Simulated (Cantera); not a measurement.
Cantera run:

```python
import numpy as np
import cantera as ct

gas_names = """
    H H2 Pb Pb2
""".split()
cond_names = """
    Pb(cr) Pb(L)
""".split()


def load(file, names, dense=False):
    # The tables refer to 1 bar. Condensed volumes are neglected.
    table = {s.name: s for s in ct.Species.list_from_file(file)}
    out = []
    for n in names:
        d = dict(table[n].input_data)
        d["thermo"] = dict(d["thermo"], **{"reference-pressure": 1e5})
        if dense:
            d["equation-of-state"] = {"model": "constant-volume", "density": "1e6 g/cm^3"}
        out.append(ct.Species.from_dict(d))
    return out


gas = ct.Solution(thermo="ideal-gas", species=load("nasa_gas.yaml", gas_names))
cond = {s.name: ct.Solution(thermo="fixed-stoichiometry", species=[s], name=s.name)
        for s in load("nasa_condensed.yaml", cond_names, dense=True)}
atoms = {
    'Pb': {'Pb': 1},
    'H2': {'H': 2},
}
top_T = {}  # K; cautious upper limits of use, not melting points


def equilibrate(T, P, feed):
    n = {}
    for name, mol in feed.items():
        for a, k in atoms[name].items():
            n[a] = n.get(a, 0.0) + k * mol
    gas.TPX = T, P, n
    mass = sum(n.values()) * gas.mean_molecular_weight
    gas.equilibrate("TP")
    valid = [c for c in cond.values() if c.min_temp <= T <= top_T.get(c.name, c.max_temp)]
    mix = ct.Mixture([(gas, mass / gas.mean_molecular_weight)] + [(c, 0.0) for c in valid])
    mix.T, mix.P = T, P
    mix.equilibrate("TP", solver="vcs", rtol=1e-11, max_steps=5000)
    return mix


results = []
feed = {'Pb': 1, 'H2': 67}  # mol
P = 810  # Pa
for T in [798, 848, 898, 948, 998, 1048, 1098, 1148, 1198, 1248, 1298, 1348, 1398]:
    mix = equilibrate(T, P, feed)
    results.append((T, P, feed, dict(zip(mix.species_names, mix.species_moles))))

top = {s: max(r[3][s] / sum(r[3][g] for g in gas_names) for r in results) for s in gas_names}
cols = sorted((s for s in top if top[s] > 0.0001), key=lambda s: -top[s])[:5]
seen = [c for c in cond_names if any(r[3].get(c, 0) > 1e-12 for r in results)]
print("log10 of partial pressures in bar; condensed amounts in mol")
print(f"{'T/K':>10s}" + "".join(f"{s[:9]:>10s}" for s in cols + seen))
for T, P, feed, n in results:
    ng = sum(n[g] for g in gas_names)
    print(f"{T:10.4g}" + "".join(f"{np.log10(max(n[s] / ng * P / 1e5, 1e-99)):10.3f}" for s in cols)
          + "".join(f"{n.get(c, 0):10.4g}" for c in seen))
```

Result:

```
log10 of partial pressures in bar; condensed amounts in mol
       T/K        H2        Pb     Pb(L)
       798    -2.092    -7.242    0.9995
       848    -2.092    -6.524    0.9975
       898    -2.092    -5.888    0.9893
       948    -2.092    -5.320    0.9604
       998    -2.092    -4.810    0.8716
      1048    -2.094    -4.350    0.6283
      1098    -2.098    -3.933   0.01966
      1148    -2.098    -3.924         0
      1198    -2.098    -3.924         0
      1248    -2.098    -3.924         0
      1298    -2.098    -3.924         0
      1348    -2.098    -3.924         0
      1398    -2.098    -3.924         0
```

Equilibrium computed with Cantera from the NASA thermochemical tables; the gas is ideal and each condensed phase is pure.
